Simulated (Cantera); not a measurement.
Cantera run, input and output.

```python
import numpy as np
import cantera as ct

gas = ct.Solution("gri30.yaml")
gas.TPX = 325, 250000, {'CO': 1, 'H2': 0.33, 'CH4': 0.15, 'O2': 1.56, 'N2': 5.85}
inlet = ct.Reservoir(gas, clone=True)
gas.equilibrate("HP")  # start burning
reactor = ct.IdealGasConstPressureReactor(gas, energy="on", clone=False)
exhaust = ct.Reservoir(gas, clone=True)
tau = [0.078, 0.028, 0.01, 0.0037, 0.0014, 0.00049, 0.00018, 6.5e-05, 2.4e-05, 8.5e-06, 3.1e-06][0]
for a, b in ((inlet, reactor), (reactor, exhaust)):
    ct.MassFlowController(a, b, mdot=lambda t: reactor.mass / tau)
net = ct.ReactorNet([reactor])
show = ['CO', 'H2', 'CH4', 'N2O', 'HCN', 'H2O']

rows = []
print(f"{'tau/s':>10s}{'T/K':>9s}" + "".join(f"{s:>11s}" for s in show))
for tau in [0.078, 0.028, 0.01, 0.0037, 0.0014, 0.00049, 0.00018, 6.5e-05, 2.4e-05, 8.5e-06, 3.1e-06]:
    net.initial_time = 0.0
    net.advance(30 * tau)
    before = gas.X
    net.advance(40 * tau)
    drift = np.max(np.abs(gas.X - before) / (gas.X + 1e-9))
    rows.append([gas.T, *gas[show].X, drift])
    print(f"{tau:10.3e}{gas.T:9.1f}" + "".join(f"{x:11.3e}" for x in gas[show].X))
```

Output:

```
     tau/s      T/K         CO         H2        CH4        N2O        HCN        H2O
 7.800e-02   1914.7  7.727e-04  7.728e-05  1.553e-06  6.149e-07  3.837e-09  7.588e-02
 2.800e-02   1907.5  1.431e-03  1.383e-04  3.090e-06  9.079e-07  3.993e-09  7.559e-02
 1.000e-02   1893.9  2.720e-03  2.586e-04  5.963e-06  1.196e-06  4.325e-09  7.512e-02
 3.700e-03   1870.5  5.016e-03  4.713e-04  1.124e-05  1.288e-06  4.936e-09  7.440e-02
 1.400e-03   1831.4  8.910e-03  8.216e-04  2.144e-05  1.180e-06  6.258e-09  7.335e-02
 4.900e-04   1760.6  1.615e-02  1.415e-03  4.678e-05  9.717e-07  9.109e-09  7.173e-02
 1.800e-04   1642.5  2.928e-02  2.246e-03  1.227e-04  7.655e-07  1.298e-08  6.967e-02
 6.500e-05    325.0  1.125e-01  3.712e-02  1.687e-02 -1.123e-21 -6.591e-23 -2.313e-16
 2.400e-05    325.0  1.125e-01  3.712e-02  1.687e-02 -2.171e-24 -1.274e-25 -4.470e-19
 8.500e-06    325.0  1.125e-01  3.712e-02  1.687e-02 -1.371e-25 -8.045e-27 -2.824e-20
 3.100e-06    325.0  1.125e-01  3.712e-02  1.687e-02 -8.662e-27 -5.082e-28 -1.784e-21
```

Computed with Cantera and GRI-Mech 3.0 (53 species, 325 reactions).
